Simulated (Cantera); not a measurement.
Cantera run:

```python
import numpy as np
import cantera as ct

gas_names = """
    CL CLO CL2 N NO NO2 NO3 N2 N2O O O2 O3 Si SiCL SiCL2 SiCL3 SiCL4 SiN SiO SiO2 Si2 Si2N Si3
""".split()
cond_names = """
    Si(cr) Si(L) SiO2(Lqz) SiO2(hqz) SiO2(L) Si2N2O(s) Si3N4(a)
""".split()


# ... load() reads the species with a 1 bar reference pressure and builds the phases ...
atoms = {
    'SiCl4': {'Si': 1, 'CL': 4},
    'NO': {'N': 1, 'O': 1},
    'N2': {'N': 2},
}
top_T = {'Si2N2O(s)': 2100, 'Si3N4(a)': 2400}  # K; cautious upper limits of use, not melting points


# ... equilibrate(T, P, feed) seeds the gas with the atoms and calls Mixture.equilibrate('TP', solver="vcs", rtol=1e-11, max_steps=5000) ...
results = []
feed = {'SiCl4': 1, 'NO': 0.43, 'N2': 100}  # mol
P = 1333.22  # Pa
for T in [823, 873, 923, 973, 1023, 1073, 1123]:
    mix = equilibrate(T, P, feed)
    results.append((T, P, feed, dict(zip(mix.species_names, mix.species_moles))))

top = {s: max(r[3][s] / sum(r[3][g] for g in gas_names) for r in results) for s in gas_names}
cols = sorted((s for s in top if top[s] > 0.001), key=lambda s: -top[s])[:5]
seen = [c for c in cond_names if any(r[3].get(c, 0) > 1e-12 for r in results)]
print("log10 of partial pressures in bar; condensed amounts in mol")
print(f"{'T/K':>10s}" + "".join(f"{s[:9]:>10s}" for s in cols + seen))
for T, P, feed, n in results:
    ng = sum(n[g] for g in gas_names)
    print(f"{T:10.4g}" + "".join(f"{np.log10(max(n[s] / ng * P / 1e5, 1e-99)):10.3f}" for s in cols)
          + "".join(f"{n.get(c, 0):10.4g}" for c in seen))
```

Output:

```
log10 of partial pressures in bar; condensed amounts in mol
       T/K        N2     SiCL4       CL2        CL SiO2(Lqz) SiO2(hqz)
       823    -1.880    -3.986    -4.248    -6.928     0.215         0
       873    -1.880    -3.986    -4.249    -6.478         0     0.215
       923    -1.880    -3.986    -4.251    -6.077         0     0.215
       973    -1.880    -3.986    -4.255    -5.718         0     0.215
      1023    -1.880    -3.986    -4.264    -5.396         0     0.215
      1073    -1.880    -3.987    -4.279    -5.108         0     0.215
      1123    -1.881    -3.987    -4.306    -4.851         0     0.215
```

Method: chemical equilibrium by Gibbs-energy minimisation in Cantera with the NASA 1993 tables (ideal gas, pure condensed phases).
